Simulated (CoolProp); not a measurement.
Properties of sulfur hexafluoride along the isobar 39.9 bar.

Computed with CoolProp (reference Helmholtz-energy equation of state, Guder 2009).

```json
[
 {"T (K)": "253.1", "phase": "liquid", "density (kg/m³)": "1715", "Joule-Thomson coefficient (K/MPa)": "-0.1233", "viscosity (µPa s)": "279", "conductivity (mW/(m K))": "70.7"},
 {"T (K)": "265.4", "phase": "liquid", "density (kg/m³)": "1645", "Joule-Thomson coefficient (K/MPa)": "-0.01699", "viscosity (µPa s)": "230", "conductivity (mW/(m K))": "67.0"},
 {"T (K)": "277.7", "phase": "liquid", "density (kg/m³)": "1566", "Joule-Thomson coefficient (K/MPa)": "0.1376", "viscosity (µPa s)": "188", "conductivity (mW/(m K))": "63.1"},
 {"T (K)": "290.1", "phase": "liquid", "density (kg/m³)": "1473", "Joule-Thomson coefficient (K/MPa)": "0.3910", "viscosity (µPa s)": "152", "conductivity (mW/(m K))": "58.9"},
 {"T (K)": "302.4", "phase": "liquid", "density (kg/m³)": "1356", "Joule-Thomson coefficient (K/MPa)": "0.8856", "viscosity (µPa s)": "120", "conductivity (mW/(m K))": "54.1"},
 {"T (K)": "314.8", "phase": "liquid", "density (kg/m³)": "1171", "Joule-Thomson coefficient (K/MPa)": "2.480", "viscosity (µPa s)": "85.5", "conductivity (mW/(m K))": "48.1"},
 {"T (K)": "327.1", "phase": "supercritical", "density (kg/m³)": "429.5", "Joule-Thomson coefficient (K/MPa)": "12.66", "viscosity (µPa s)": "24.9", "conductivity (mW/(m K))": "27.5"},
 {"T (K)": "339.4", "phase": "supercritical", "density (kg/m³)": "332.1", "Joule-Thomson coefficient (K/MPa)": "9.818", "viscosity (µPa s)": "22.5", "conductivity (mW/(m K))": "23.5"},
 {"T (K)": "351.8", "phase": "supercritical", "density (kg/m³)": "288.1", "Joule-Thomson coefficient (K/MPa)": "8.050", "viscosity (µPa s)": "22.1", "conductivity (mW/(m K))": "22.7"},
 {"T (K)": "364.1", "phase": "supercritical", "density (kg/m³)": "260.0", "Joule-Thomson coefficient (K/MPa)": "6.847", "viscosity (µPa s)": "22.1", "conductivity (mW/(m K))": "22.7"},
 {"T (K)": "376.4", "phase": "supercritical", "density (kg/m³)": "239.3", "Joule-Thomson coefficient (K/MPa)": "5.958", "viscosity (µPa s)": "22.2", "conductivity (mW/(m K))": "23.1"},
 {"T (K)": "388.8", "phase": "supercritical", "density (kg/m³)": "222.9", "Joule-Thomson coefficient (K/MPa)": "5.262", "viscosity (µPa s)": "22.5", "conductivity (mW/(m K))": "23.7"},
 {"T (K)": "401.1", "phase": "supercritical", "density (kg/m³)": "209.6", "Joule-Thomson coefficient (K/MPa)": "4.707", "viscosity (µPa s)": "22.8", "conductivity (mW/(m K))": "24.4"},
 {"T (K)": "413.5", "phase": "supercritical", "density (kg/m³)": "198.3", "Joule-Thomson coefficient (K/MPa)": "4.246", "viscosity (µPa s)": "23.1", "conductivity (mW/(m K))": "25.3"}
]
```

Viscosity comes from a separate model (Quiñones-Cisneros 2012). Thermal conductivity comes from a separate model (Assael 2012).
